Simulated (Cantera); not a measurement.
Mixture: CH₄ : C₂H₆ : O₂ : N₂ : CO₂ = 1 : 0.27 : 3.78 : 14.2 : 0.94 (molar parts), at 3.40 bar, adiabatic and at constant pressure. Ignition delay is the time to a rise of 400 K.

Cantera simulation using GRI-Mech 3.0 (53 species, 325 reactions); the numbers are that mechanism's predictions, not measurements.

**Question.** Predict: delay at 1250 K; delay at 1325 K; delay at 1400 K; delay at 1475 K; delay at 1550 K; delay at 1625 K; apparent activation energy between 1475 and 1625 K.

**Answer.** 
```
Quantity                                                Result
--------------------------------------------------  ----------
delay at 1250 K                                       0.682 ms
delay at 1325 K                                       0.275 ms
delay at 1400 K                                       0.133 ms
delay at 1475 K                                        72.0 µs
delay at 1550 K                                        41.9 µs
delay at 1625 K                                        25.6 µs
apparent activation energy between 1475 and 1625 K  140 kJ/mol
```
